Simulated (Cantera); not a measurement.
## Al(CH3)3 + O2 + N2 (aluminium nitride and oxide growth)

Charge: 1 mol Al(CH3)3, 20 mol O2, 4.6 mol N2, equilibrated at 1.00 mbar.

Cantera equilibrium calculation (NASA polynomials, part measured and part estimated; ideal gas, pure solids and liquids). Candidate condensed phases: Al, AlN, Al2O3, C, C6H6, C7H8, C8H18, H2O; 148 gas species. The feed counts by its element totals alone. Equilibrium is a limit: real reactors are often held back by kinetics, nucleation or transport.

From 773 K to 1973 K the condensed part is Al2O3(s).

| T (K) | x O2 | x N2 | x H2O | x CO2 | x OH | x O | x NO | x CO | n Al2O3(s) |
|---|---|---|---|---|---|---|---|---|---|
| 773 | 0.536 | 0.176 | 0.172 | 0.115 | 3.48e-9 | <1e-12 | 9.37e-7 | <1e-12 | 0.500 |
| 973 | 0.536 | 0.176 | 0.172 | 0.115 | 6.24e-7 | 1.57e-9 | 1.74e-5 | 1.18e-10 | 0.500 |
| 1173 | 0.536 | 0.176 | 0.172 | 0.115 | 1.92e-5 | 3.24e-7 | 0.000120 | 4.52e-8 | 0.500 |
| 1373 | 0.536 | 0.176 | 0.172 | 0.115 | 0.000218 | 1.43e-5 | 0.000469 | 3.03e-6 | 0.500 |
| 1573 | 0.535 | 0.176 | 0.172 | 0.115 | 0.00133 | 0.000242 | 0.00130 | 6.89e-5 | 0.500 |
| 1773 | 0.531 | 0.174 | 0.169 | 0.114 | 0.00538 | 0.00216 | 0.00283 | 0.000765 | 0.500 |
| 1973 | 0.519 | 0.171 | 0.159 | 0.108 | 0.0159 | 0.0124 | 0.00521 | 0.00500 | 0.500 |
x: gas mole fraction; n: condensed amount in mol.
